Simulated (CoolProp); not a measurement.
n-octane at 395.13 K and 0.0493 MPa flows at 0.37 m/s in a round tube of 50 mm bore and 15 µm roughness, fully developed (64/Re and Nu = 3.66 if laminar; Colebrook and Gnielinski if turbulent). Each further row changes one setting.

The numbers come from the reference Helmholtz-energy equation of state, Beckmüller 2019 in CoolProp.

```csv
case,Reynolds number,Darcy friction factor,pressure drop (Pa/m),heat-transfer coefficient (W/(m² K)),mass flow (kg/h)
as stated,4350,0.0392,[?],5.89,4.61
velocity 0.74 m/s,8710,0.0325,0.313,[?],9.22
diameter 100 mm,8710,0.0323,0.0389,5.49,[?]
```

### Question
What belongs in the gaps?

### Answer

- as stated, pressure drop (Pa/m): 0.0947
- velocity 0.74 m/s, heat-transfer coefficient (W/(m² K)): 11.1
- diameter 100 mm, mass flow (kg/h): 18.4

Viscosity comes from a separate model (Huber 2004). Thermal conductivity comes from a separate model (Huber 2005).
